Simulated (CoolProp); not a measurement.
R245ca at 392.83 K and 0.0722 MPa is compressed adiabatically to 0.321 MPa with isentropic efficiency 0.8. Each further row changes one setting.

Values from CoolProp's reference Helmholtz-energy equation of state, Zhou 2016.

| case | work (kJ/kg) | final temperature (K) | final density (kg/m³) |
|---|---|---|---|
| as stated | 46.5 | 436.7 | ? |
| efficiency 1 | ? | ? | ? |
| efficiency 0.65 | ? | ? | ? |

Task: What belongs in the gaps?

Result: 
- as stated, final density (kg/m³): 12.2
- efficiency 1, work (kJ/kg): 37.2
- efficiency 1, final temperature (K): 428.6
- efficiency 1, final density (kg/m³): 12.5
- efficiency 0.65, work (kJ/kg): 57.3
- efficiency 0.65, final temperature (K): 445.9
- efficiency 0.65, final density (kg/m³): 12.0
